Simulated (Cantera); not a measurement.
Feed: 1 mol NaOH, 0.044 mol H2O, 0.87 mol CO2, equilibrated at 1248 K and 47000 Pa.

Method: chemical equilibrium by Gibbs-energy minimisation in Cantera with the NASA 1993 tables (ideal gas, pure condensed phases). Candidate condensed phases: C, C6H6, C7H8, C8H18, H2O, Na, NaOH, NaO2, Na2CO3, Na2O, Na2O2; 117 gas species. Equilibrium is a limit: real reactors are often held back by kinetics, nucleation or transport.

Base state: H2O 0.595, CO2 0.405, NaOH 0.000354 (mole fractions); condensed: Na2CO3(l).

What changes in the equilibrium state with this change: temperature from 1248 K to 2023 K?


```csv
species,before,after
CO2,0.405,0.392
NaOH,0.000354,0.285
Na,9.67e-7,0.166
H2O,0.595,0.104
O2,9.52e-6,0.0423
NaO,<1e-9,0.00367
O,<1e-9,0.000239
Na2O,<1e-9,0.000160
"Na2CO3(l), mol",0.500,0
```
